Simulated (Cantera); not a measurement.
Input (Python, Cantera) and output of one run.

```python
import numpy as np
import cantera as ct

gas_names = [...]  # 109 gases of nasa_gas.yaml made of C, Cl, H, Si
cond_names = """
    C(gr) C6H6(L) C7H8(L) C8H18(L),n-octa Si(cr) Si(L) SiC(b)
""".split()


# ... load() reads the species with a 1 bar reference pressure and builds the phases ...
atoms = {
    'SiCl4': {'Si': 1, 'CL': 4},
    'C3H8': {'C': 3, 'H': 8},
    'H2': {'H': 2},
}
top_T = {'C(gr)': 4500, 'SiC(b)': 3050}  # K; cautious upper limits of use, not melting points


# ... equilibrate(T, P, feed) seeds the gas with the atoms and calls Mixture.equilibrate('TP', solver="vcs", rtol=1e-11, max_steps=5000) ...
results = []
feed = {'SiCl4': 1, 'C3H8': 0.61, 'H2': 4.1}  # mol
P = 1400  # Pa
for T in [1223, 1323, 1423, 1523, 1623, 1723, 1823, 1923, 2023, 2123, 2223]:
    mix = equilibrate(T, P, feed)
    results.append((T, P, feed, dict(zip(mix.species_names, mix.species_moles))))

top = {s: max(r[3][s] / sum(r[3][g] for g in gas_names) for r in results) for s in gas_names}
cols = sorted((s for s in top if top[s] > 1e-06), key=lambda s: -top[s])[:8]
seen = [c for c in cond_names if any(r[3].get(c, 0) > 1e-12 for r in results)]
print("log10 of partial pressures in bar; condensed amounts in mol")
print(f"{'T/K':>10s}" + "".join(f"{s[:9]:>10s}" for s in cols + seen))
for T, P, feed, n in results:
    ng = sum(n[g] for g in gas_names)
    print(f"{T:10.4g}" + "".join(f"{np.log10(max(n[s] / ng * P / 1e5, 1e-99)):10.3f}" for s in cols)
          + "".join(f"{n.get(c, 0):10.4g}" for c in seen))
```

Result:

```
log10 of partial pressures in bar; condensed amounts in mol
       T/K        H2       HCL     SiCL2         H     SiCL4        CL        Si      SiCL     C(gr)    SiC(b)
      1223    -2.087    -2.260    -4.759    -7.565    -3.582    -7.803   -14.206   -11.303     1.018    0.8115
      1323    -2.109    -2.218    -4.367    -6.854    -4.035    -7.039   -12.530   -10.088    0.9315    0.8983
      1423    -2.117    -2.206    -4.092    -6.236    -4.543    -6.412   -11.091    -9.076    0.9129    0.9169
      1523    -2.117    -2.207    -3.882    -5.695    -5.039    -5.881    -9.843    -8.212    0.9283    0.9016
      1623    -2.115    -2.214    -3.714    -5.218    -5.499    -5.421    -8.750    -7.464    0.9597    0.8699
      1723    -2.112    -2.224    -3.575    -4.795    -5.924    -5.018    -7.785    -6.809         1    0.8288
      1823    -2.109    -2.237    -3.461    -4.418    -6.317    -4.663    -6.928    -6.231     1.046    0.7815
      1923    -2.106    -2.252    -3.368    -4.079    -6.684    -4.348    -6.160    -5.718     1.095    0.7303
      2023    -2.105    -2.270    -3.292    -3.774    -7.029    -4.068    -5.469    -5.262     1.145     0.676
      2123    -2.107    -2.293    -3.234    -3.499    -7.360    -3.819    -4.845    -4.854     1.197     0.615
      2223    -2.115    -2.323    -3.194    -3.251    -7.685    -3.598    -4.277    -4.489     1.262    0.5302
```

Equilibrium computed with Cantera from the NASA thermochemical tables; the gas is ideal and each condensed phase is pure. The tables' values for SiCl, SiCl3 are old estimates; treat these amounts as uncertain. Gases not in the tables: Si2H6 and higher silanes.
